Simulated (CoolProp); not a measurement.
Vapour-liquid equilibrium of acetone (1) + cyclohexane (2) at 366.2 K; x and y are mole fractions of (1).

Values from CoolProp's multi-fluid Helmholtz-energy mixture model, Lemmon 2006 and Zhou 2014; pair parameters Bell 2016.

Give the bubble pressure and the first vapour's composition at x = 0.45, 0.65, 0.85. Is there an azeotrope?

x = 0.45: 0.3090 MPa, y = 0.637; x = 0.65: 0.3233 MPa, y = 0.712; x = 0.85: 0.3257 MPa, y = 0.832. y crosses x between x = 0.75 and 0.85: the model has an azeotrope there.

The pair parameters rest on a limited set of measurements; away from them the model extrapolates. With so large a gap from Raoult's law the liquid may split in two, which this calculation doesn't test in full.
